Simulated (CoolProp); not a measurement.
Vapour-liquid equilibrium of acetone (1) + n-decane (2) at 303.6 K; x and y are mole fractions of (1).

The numbers come from the multi-fluid Helmholtz-energy mixture model, Lemmon 2006 and Lemmon 2006; pair parameters Bell 2016 in CoolProp.

Question: Give the bubble pressure and the first vapour's composition at x = 0.125, 0.35, 0.65. Is there an azeotrope?

Answer: x = 0.125: 13.54 kPa, y = 0.982; x = 0.35: 28.46 kPa, y = 0.993; x = 0.65: 32.28 kPa, y = 0.994. No azeotrope shows between x = 0.05 and 0.95.

Pair parameters are fitted to limited data, so mixtures are less certain than the pure fluids. With so large a gap from Raoult's law the liquid may split in two, which this calculation doesn't test in full.
